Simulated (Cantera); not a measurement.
**Ignition delay**

Mixture: C3H8 : O2 : N2 = 1 : 8.47 : 50 (molar parts), equivalence ratio 0.59, at 2.07 atm, adiabatic and at constant pressure. Ignition delay is the time to a rise of 400 K.

Model: GRI-Mech 3.0 (53 species, 325 reactions), integrated in Cantera. GRI-Mech 3.0 was tuned for natural gas; its chemistry of propane as a main component is partial and can be far from experiment. Where the delays flatten at high temperature, the 400 K rule measures the pace of heat release, not the induction time.

```csv
T0 (K),delay (ms)
1150,15.0
1225,3.23
1300,0.832
1375,0.264
1450,0.103
1525,0.0486
1600,0.0275
1675,0.0193
1750,0.0163
1825,0.0157
```
